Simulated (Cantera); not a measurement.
Gas-phase reforming

An isothermal, constant-pressure homogeneous reactor starts with 40.0 % CH₄, 60.0 % H₂O, at 1275 K and 720 Torr.

Computed with Cantera and GRI-Mech 3.0 (53 species, 325 reactions).

```json
[
 {"t (s)": "0.000400", "x CH₄": "0.400", "x H₂O": "0.600", "x CO": "<1e-12", "x CH₂CO": "<1e-12", "x O₂": "<1e-12", "x HCO": "<1e-12"},
 {"t (s)": "0.00105", "x CH₄": "0.400", "x H₂O": "0.600", "x CO": "<1e-12", "x CH₂CO": "<1e-12", "x O₂": "<1e-12", "x HCO": "<1e-12"},
 {"t (s)": "0.00276", "x CH₄": "0.400", "x H₂O": "0.600", "x CO": "2.50e-12", "x CH₂CO": "<1e-12", "x O₂": "<1e-12", "x HCO": "<1e-12"},
 {"t (s)": "0.00726", "x CH₄": "0.400", "x H₂O": "0.600", "x CO": "4.98e-11", "x CH₂CO": "<1e-12", "x O₂": "<1e-12", "x HCO": "<1e-12"},
 {"t (s)": "0.0191", "x CH₄": "0.400", "x H₂O": "0.600", "x CO": "5.29e-10", "x CH₂CO": "<1e-12", "x O₂": "<1e-12", "x HCO": "<1e-12"},
 {"t (s)": "0.0502", "x CH₄": "0.400", "x H₂O": "0.600", "x CO": "5.04e-9", "x CH₂CO": "<1e-12", "x O₂": "<1e-12", "x HCO": "<1e-12"},
 {"t (s)": "0.132", "x CH₄": "0.400", "x H₂O": "0.600", "x CO": "5.35e-8", "x CH₂CO": "3.62e-11", "x O₂": "<1e-12", "x HCO": "<1e-12"},
 {"t (s)": "0.346", "x CH₄": "0.399", "x H₂O": "0.600", "x CO": "6.03e-7", "x CH₂CO": "1.78e-9", "x O₂": "<1e-12", "x HCO": "<1e-12"},
 {"t (s)": "0.910", "x CH₄": "0.397", "x H₂O": "0.599", "x CO": "4.57e-6", "x CH₂CO": "5.76e-8", "x O₂": "<1e-12", "x HCO": "<1e-12"},
 {"t (s)": "2.39", "x CH₄": "0.391", "x H₂O": "0.597", "x CO": "2.08e-5", "x CH₂CO": "7.40e-7", "x O₂": "<1e-12", "x HCO": "1.00e-12"},
 {"t (s)": "6.29", "x CH₄": "0.375", "x H₂O": "0.591", "x CO": "0.000103", "x CH₂CO": "3.14e-6", "x O₂": "<1e-12", "x HCO": "1.05e-12"},
 {"t (s)": "16.5", "x CH₄": "0.342", "x H₂O": "0.576", "x CO": "0.000516", "x CH₂CO": "6.46e-6", "x O₂": "<1e-12", "x HCO": "1.24e-12"},
 {"t (s)": "43.4", "x CH₄": "0.280", "x H₂O": "0.550", "x CO": "0.00208", "x CH₂CO": "9.34e-6", "x O₂": "<1e-12", "x HCO": "2.63e-12"},
 {"t (s)": "114", "x CH₄": "0.227", "x H₂O": "0.513", "x CO": "0.00666", "x CH₂CO": "9.36e-6", "x O₂": "<1e-12", "x HCO": "1.09e-11"},
 {"t (s)": "300", "x CH₄": "0.229", "x H₂O": "0.470", "x CO": "0.0160", "x CH₂CO": "5.25e-6", "x O₂": "<1e-12", "x HCO": "2.66e-11"}
]
```
x: mole fraction; the columns are a selection and need not sum to one.

Equilibrium at this temperature and pressure: CH₄ 6.75e-5, H₂O 0.0942, CO 0.205, CH₂CO 4.58e-11, O₂ <1e-12, HCO 5.69e-10 (gas phase only).
